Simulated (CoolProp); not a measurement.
Model: reference Helmholtz-energy equation of state, Schmidt 1985, in CoolProp.

**Question.** For oxygen, give the phase and the conductivity (mW/(m K)) at -95.05 °C and 101 kPa.

**Answer.** 
- -95.05 °C and 101 kPa: gas; conductivity 16.3

Thermal conductivity comes from a separate model (Lemmon 2004).
